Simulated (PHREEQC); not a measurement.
Dissolve 20 mmol/kgw Na2SO4 and 0.13 mmol/kgw MgSO4 at 15 °C. Closed to the air; pH follows from the charge balance.

The numbers come from PHREEQC with the Pitzer model, pitzer.dat.

```
quantity                          before     after
------------------------------  --------  --------
HSO4- (mol/kgw)                  3.99e-8   5.04e-8
MgOH+ (mol/kgw)                 6.44e-10  6.02e-10
SI of Epsomite (MgSO4:7H2O)        -4.53     -4.50
SI of Hexahydrite (MgSO4:6H2O)     -4.92     -4.88
```

Task: Name the change that produced these shifts.
A) diluted 2-fold with water
B) Na2SO4 left out
C) MgSO4 from 0.00013 to 0.0013 mol/kgw
D) Na2SO4 from 0.02 to 0.03 mol/kgw
E) Na2SO4 from 0.02 to 0.004 mol/kgw

Result: D, Na2SO4 from 0.02 to 0.03 mol/kgw

Precipitation was switched off in this run.
